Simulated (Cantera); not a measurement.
Counterflow diffusion flame

A counterflow diffusion flame at 1.01 bar, nozzles 20 mm apart: fuel side C3H8 = 1 (molar parts) at 400 K, oxidiser side O2 : N2 = 0.22 : 0.78 (molar parts) at 523 K, fuel mass flux 1.1 times the oxidiser's; mixture-averaged transport, no radiation.

Computed with Cantera and GRI-Mech 3.0 (53 species, 325 reactions). GRI-Mech 3.0 was tuned for natural gas; its chemistry of propane as a main component is partial and can be far from experiment. GRI-Mech 3.0 has no aromatics or soot, which form on the fuel side of real flames. The maximum strain rate includes the flame's own expansion and is several times the mean.

```json
[
 {"oxidiser flux (kg/m²/s)": "0.25", "max strain (1/s)": "195", "mean strain (1/s)": "28.8", "T max (K)": "2153", "peak x OH": "0.00867", "peak x H": "0.00453", "peak x NO": "0.000342", "peak x CO": "0.0749", "peak x C2H2": "0.0456"},
 {"oxidiser flux (kg/m²/s)": "0.35", "max strain (1/s)": "264", "mean strain (1/s)": "40.3", "T max (K)": "2134", "peak x OH": "0.00870", "peak x H": "0.00484", "peak x NO": "0.000320", "peak x CO": "0.0743", "peak x C2H2": "0.0439"},
 {"oxidiser flux (kg/m²/s)": "0.49", "max strain (1/s)": "359", "mean strain (1/s)": "56.5", "T max (K)": "2114", "peak x OH": "0.00868", "peak x H": "0.00515", "peak x NO": "0.000298", "peak x CO": "0.0739", "peak x C2H2": "0.0421"},
 {"oxidiser flux (kg/m²/s)": "0.67", "max strain (1/s)": "478", "mean strain (1/s)": "77.2", "T max (K)": "2096", "peak x OH": "0.00865", "peak x H": "0.00545", "peak x NO": "0.000276", "peak x CO": "0.0736", "peak x C2H2": "0.0403"},
 {"oxidiser flux (kg/m²/s)": "0.94", "max strain (1/s)": "652", "mean strain (1/s)": "108", "T max (K)": "2077", "peak x OH": "0.00857", "peak x H": "0.00577", "peak x NO": "0.000250", "peak x CO": "0.0735", "peak x C2H2": "0.0384"},
 {"oxidiser flux (kg/m²/s)": "1.3", "max strain (1/s)": "876", "mean strain (1/s)": "150", "T max (K)": "2055", "peak x OH": "0.00840", "peak x H": "0.00604", "peak x NO": "0.000222", "peak x CO": "0.0733", "peak x C2H2": "0.0364"},
 {"oxidiser flux (kg/m²/s)": "1.8", "max strain (1/s)": "1180", "mean strain (1/s)": "207", "T max (K)": "2030", "peak x OH": "0.00814", "peak x H": "0.00624", "peak x NO": "0.000190", "peak x CO": "0.0733", "peak x C2H2": "0.0339"}
]
```
x: mole fraction; the columns are a selection and need not sum to one.
